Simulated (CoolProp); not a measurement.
The fluid at 282.51 K and 0.185 MPa expands adiabatically to 0.103 MPa with isentropic efficiency 0.7. The same conditions are run with several fluids, on thermodynamics alone (safety and materials aside).

Computed with CoolProp (reference Helmholtz-energy equation of state of each fluid (CH3F (R41): Lemmon 2006; R22: Kamei 1995; R152A: Outcalt 1996; sulfur hexafluoride: Guder 2009; nitrogen: Span 2000)).

```csv
fluid,work (kJ/kg),final temperature (K),final density (kg/m³)
CH3F (R41),[?],[?],1.66
R22,10.3,[?],4.15
R152A,13.4,266.3,[?]
sulfur hexafluoride,6.28,[?],6.77
nitrogen,31.6,252.0,1.38
```

Problem. Some entries are withheld; supply them.

Solution. 
- CH3F (R41), work (kJ/kg): 26.0
- CH3F (R41), final temperature (K): 256.9
- R22, final temperature (K): 264.2
- R152A, final density (kg/m³): 3.18
- sulfur hexafluoride, final temperature (K): 271.7
